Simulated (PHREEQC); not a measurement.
Solution A (83 mmol/kgw ZnSO4, 0.22 mmol/kgw NiCl2, 0.032 mmol/kgw NaH2PO4 and 3.6 mmol/kgw Na2SO4) is mixed with solution B (0.001 mol/kgw FeSO4, 0.0045 mol/kgw H3AsO4 and 0.058 mol/kgw Na2SO4) at 40 °C; shares are by mass of water, 1 kg in all. No oxygen is let in. The system is closed to CO2. Only these solids could form: Vivianite, Zn(OH)2-e, Zn4(OH)6SO4, Zn5(OH)8Cl2, Zn3(PO4)2:4w, Ni(OH)2, Ni3(PO4)2, Ni4(OH)6SO4, Zn3(AsO4)2:2.5w, Ni3(AsO4)2:8H2O, Halite, Mirabilite, Melanterite, Goslarite, Morenosite.

Model: ion-association model, wateq4f.dat, run in PHREEQC.

```csv
share of solution B,pH,H2PO4- (mol/kgw),H2AsO4- (mol/kgw),Ni+2 (mol/kgw),FeSO4 (mol/kgw),Zn+2 (mol/kgw),Fe+2 (mol/kgw)
0,5.35,3.08e-5,0,0.000130,0,0.0397,0
0.1,3.86,2.80e-5,0.000440,0.000116,4.41e-5,0.0351,5.55e-5
0.2,3.58,2.43e-5,0.000862,0.000102,8.98e-5,0.0306,0.000109
0.3,3.42,2.08e-5,0.00127,___,0.000137,0.0262,0.000162
0.4,3.31,1.75e-5,0.00166,7.40e-5,0.000186,0.0219,0.000212
0.5,3.23,___,0.00205,6.06e-5,0.000238,0.0178,0.000260
0.6,3.17,1.12e-5,___,4.77e-5,0.000291,0.0139,0.000306
0.7,3.11,8.28e-6,0.00279,3.51e-5,___,0.0101,0.000350
0.8,3.07,5.44e-6,___,2.30e-5,0.000404,0.00655,0.000392
0.9,3.04,2.68e-6,0.00352,1.13e-5,0.000463,0.00317,0.000432
1,3.01,0,0.00387,0,0.000525,0,0.000469
```

Problem. Some entries are withheld; supply them.

Solution. 
- 0.3, Ni+2 (mol/kgw): 8.77e-5
- 0.5, H2PO4- (mol/kgw): 1.43e-5
- 0.6, H2AsO4- (mol/kgw): 0.00242
- 0.7, FeSO4 (mol/kgw): 0.000346
- 0.8, H2AsO4- (mol/kgw): 0.00316

H3PO4, which wateq4f.dat lacks, is added to it with the constant of phreeqc.dat. Away from 25 °C the constants follow the database's enthalpies or fits; those with neither stay at their 25 °C values. The database has no phosphate complexes of Zn, Ni. The database has no arsenate complexes of Zn, Ni.
